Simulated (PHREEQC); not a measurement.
Solution (25 °C): 0.0079 mol FeCl3, 0.0081 mol MgSO4, 0.0053 mol NaHCO3 and 3.8e-05 mol NaCl per kg of water. Closed to the air; pH follows from the charge balance.

Computed with PHREEQC (ion-association model, phreeqc.dat).

No solid was allowed to form.

### Question
Estimate the pH, ionic strength.

### Answer
pH 3.22; ionic strength 0.0540 mol/kgw.

### Question
In which forms is Mg present?

### Answer
Mg+2 83 %, MgSO4 17 % of the Mg.

Saturation is exceeded, for instance for Fe(OH)3(a), Hematite (slow to form); the values hold only as long as no solid forms.
